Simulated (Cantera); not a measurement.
**Adiabatic ignition**

An adiabatic, constant-volume homogeneous reactor starts with C3H8 : O2 : N2 = 1 : 3.33 : 12.5 (molar parts), at 950 K and 4.93 atm.

Computed with Cantera and GRI-Mech 3.0 (53 species, 325 reactions). GRI-Mech 3.0 was tuned for natural gas; its chemistry of propane as a main component is partial and can be far from experiment. Below about 1000 K GRI-Mech 3.0 lacks low-temperature oxidation paths.

```tsv
t (s)	T (K)	P (bar)	x C3H8	x O2	x NO	x C2H2	x H2O2	x O
2.00e-6	950	5.00	0.0594	0.198	<1e-12	<1e-12	<1e-12	<1e-12
5.97e-6	950	5.00	0.0594	0.198	<1e-12	<1e-12	2.19e-12	<1e-12
1.78e-5	950	5.00	0.0594	0.198	<1e-12	<1e-12	2.07e-11	<1e-12
5.32e-5	950	5.00	0.0594	0.198	<1e-12	<1e-12	1.86e-10	<1e-12
0.000159	950	5.00	0.0594	0.198	<1e-12	<1e-12	1.57e-9	<1e-12
0.000475	950	5.00	0.0594	0.198	<1e-12	<1e-12	1.18e-8	<1e-12
0.00142	950	5.00	0.0594	0.198	<1e-12	<1e-12	6.64e-8	<1e-12
0.00423	950	5.00	0.0594	0.198	<1e-12	9.13e-12	2.32e-7	1.90e-12
0.0126	950	5.00	0.0594	0.198	<1e-12	1.96e-10	5.12e-7	2.38e-12
0.0377	950	5.00	0.0593	0.198	<1e-12	2.76e-9	8.22e-7	3.07e-12
0.113	950	5.00	0.0589	0.198	<1e-12	3.85e-8	1.72e-6	5.76e-12
0.336	951	5.02	0.0560	0.196	<1e-12	1.29e-6	1.69e-5	6.39e-11
1.00	2831	17.4	<1e-12	0.000211	0.00110	<1e-12	1.13e-7	0.000215
3.00	2831	17.4	<1e-12	0.000211	0.00110	<1e-12	1.13e-7	0.000215
```
x: mole fraction; the columns are a selection and need not sum to one.

```yaml
time_of_steepest_temperature_rise: 0.415 s
temperature at 3.00 s: 2831 K
equilibrium_temperature: 2831 K
x(C3H8) at 3.00 s: <1e-12 (gas-phase equilibrium <1e-12)
x(O2) at 3.00 s: 0.000211 (gas-phase equilibrium 0.000211)
x(NO) at 3.00 s: 0.00110 (gas-phase equilibrium 0.00110)
```
